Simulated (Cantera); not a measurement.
# Thermodynamics of silicon oxide and oxynitride deposition, feed TEOS + O2 + N2 + NO

Feed: 1 mol TEOS, 0.16 mol O2, 60 mol N2, 0.26 mol NO, equilibrated at 0.0900 Torr.

Equilibrium computed with Cantera from the NASA thermochemical tables; the gas is ideal and each condensed phase is pure. Candidate condensed phases: C, C6H6, C7H8, C8H18, H2O, Si, SiC, SiO2, Si2N2O, Si3N4; 151 gas species. The feed counts by its element totals alone. Mutual solubility and eutectic melting of coexisting phases are not modelled. Equilibrium is a limit: real reactors are often held back by kinetics, nucleation or transport.

```tsv
T (°C)	log p N2	log p H2	log p CO	log p HCN	log p SiO	log p H	log p HNC	log p H2O	n C(graphite)	n Si2N2O(s)	n SiC(s)
727	-4.01	-4.79	-5.18	-9.69	-13.34	-11.04	-12.52	-10.37	3.92	0.500	0
752	-4.01	-4.79	-5.18	-9.52	-12.81	-10.76	-12.27	-10.54	3.92	0.500	0
777	-4.01	-4.79	-5.18	-9.35	-12.29	-10.49	-12.03	-10.71	3.92	0.500	0
802	-4.01	-4.79	-5.18	-9.20	-11.81	-10.23	-11.81	-10.86	3.92	0.500	0
827	-4.01	-4.79	-5.18	-9.05	-11.34	-9.98	-11.60	-11.01	3.92	0.500	0
852	-4.01	-4.79	-5.18	-8.91	-10.90	-9.75	-11.39	-11.16	3.92	0.500	0
877	-4.01	-4.79	-5.18	-8.78	-10.48	-9.52	-11.20	-11.29	3.92	0.500	0
902	-4.01	-4.79	-5.18	-8.65	-10.07	-9.31	-11.01	-11.43	3.92	0.500	0
927	-4.01	-4.79	-5.18	-8.53	-9.69	-9.10	-10.83	-11.55	3.92	0.500	0
952	-4.01	-4.79	-5.18	-8.41	-9.31	-8.90	-10.66	-11.67	3.92	0.500	0
977	-4.01	-4.79	-5.18	-8.30	-8.96	-8.71	-10.49	-11.79	3.92	0.500	0
1002	-4.01	-4.79	-5.18	-8.19	-8.62	-8.53	-10.33	-11.90	3.92	0.499	0
1027	-4.01	-4.79	-5.14	-8.09	-8.27	-8.35	-10.19	-11.97	2.57	0.0498	0.897
```
log p: log10 of the partial pressure in bar; n: condensed amount in mol.

From 727 °C to 1002 °C the condensed part is C(graphite) + Si2N2O(s). At 1027 °C the condensed part is C(graphite) + SiC(s) + Si2N2O(s).
